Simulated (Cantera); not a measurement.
Input: 1 mol MgO, 6.3 mol N2, 0.52 mol O2, equilibrated at 240 Torr.

Equilibrium computed with Cantera from the NASA thermochemical tables; the gas is ideal and each condensed phase is pure. Candidate condensed phases: Mg, MgO; 13 gas species. The numbers say what is thermodynamically allowed, not how fast it happens.

**Question.** At 2400 °C, list the 5 most abundant gas species with their mole fractions, and the condensed phases.

**Answer.** N2 0.900, O2 0.0618, NO 0.0177, O 0.0141, Mg 0.00543. Condensed: MgO(s).
